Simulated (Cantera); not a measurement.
A Cantera script and its output.

```python
import numpy as np
import cantera as ct

gas = ct.Solution("gri30.yaml")
gas.TPX = 1773, 340, {'C2H6': 1, 'N2': 130}
reactor = ct.IdealGasConstPressureReactor(gas, energy="off", clone=False)
net = ct.ReactorNet([reactor])
net.rtol, net.atol = 1e-08, 1e-18
show = ['C2H6', 'CH3', 'CH2', 'H2', 'C2H', 'HCN']
times = np.geomspace(8e-05, 1, 13)

steps = ct.SolutionArray(gas, extra=["t"])
rows = []
print(f"{'t/s':>10s}{'T/K':>9s}{'P/Pa':>11s}" + "".join(f"{s:>11s}" for s in show))
for t in times:
    while net.time < t:
        t_next = net.step()
        steps.append(gas.state, t=t_next)
    rows.append([np.interp(t, steps.t, y) for y in (steps.T, steps.P, *steps(*show).X.T)])
    print(f"{t:10.3e}{rows[-1][0]:9.1f}{rows[-1][1]:11.4g}" + "".join(f"{x:11.3e}" for x in rows[-1][2:]))
rate = np.gradient(steps.T, steps.t)
print("integrator steps:", len(steps.t))
if steps.T.max() > steps.T[0] + 200:
    print(f"time of steepest temperature rise: {steps.t[rate.argmax()]:.4e} s")
gas.TPX = 1773, 340, {'C2H6': 1, 'N2': 130}
gas.equilibrate("TP")
print(f"equilibrium (TP): T = {gas.T:.1f} K  " + "  ".join(f"{s} {gas[s].X[0]:.3e}" for s in show))
```

It prints:

```
       t/s      T/K       P/Pa       C2H6        CH3        CH2         H2        C2H        HCN
 8.000e-05   1773.0        340  7.324e-03  6.107e-04  1.668e-08  7.226e-08  1.918e-18  1.717e-13
 1.756e-04   1773.0        340  6.970e-03  1.303e-03  1.730e-07  6.609e-07  3.349e-16  2.085e-12
 3.854e-04   1773.0        340  6.240e-03  2.673e-03  1.665e-06  9.089e-06  1.223e-13  1.152e-10
 8.459e-04   1773.0        340  4.799e-03  4.954e-03  1.287e-05  1.339e-04  1.487e-10  2.990e-08
 1.857e-03   1773.0        340  2.236e-03  7.124e-03  4.531e-05  1.227e-03  1.383e-07  2.131e-06
 4.075e-03   1773.0        340  2.239e-04  5.350e-03  5.954e-05  4.904e-03  3.131e-06  1.718e-05
 8.944e-03   1773.0        340  3.112e-06  1.840e-03  3.496e-05  9.761e-03  4.186e-06  4.336e-05
 1.963e-02   1773.0        340  2.718e-07  6.411e-04  1.558e-05  1.252e-02  2.889e-06  6.280e-05
 4.309e-02   1773.0        340  6.522e-08  3.032e-04  7.247e-06  1.367e-02  1.984e-06  7.567e-05
 9.457e-02   1773.0        340  2.096e-08  1.662e-04  3.582e-06  1.415e-02  1.475e-06  8.550e-05
 2.076e-01   1773.0        340  7.305e-09  9.573e-05  1.826e-06  1.442e-02  1.172e-06  9.389e-05
 4.556e-01   1773.0        340  2.587e-09  5.600e-05  9.547e-07  1.460e-02  9.853e-07  1.017e-04
 1.000e+00   1773.0        340  8.867e-10  3.244e-05  5.107e-07  1.473e-02  8.784e-07  1.094e-04
integrator steps: 853
equilibrium (TP): T = 1773.0 K  C2H6 5.752e-17  CH3 8.215e-09  CH2 3.660e-10  H2 1.474e-02  C2H 1.721e-07  HCN 1.393e-02
```

Computed with Cantera and GRI-Mech 3.0 (53 species, 325 reactions). GRI-Mech 3.0 stops at C3 and has no aromatics, soot or wall deposition, so with more carbon than oxygen in the feed, carbon stays in small species such as C2H2 where larger ones or solid carbon would form. Radical loss at walls, strong at low pressure, is not modelled.
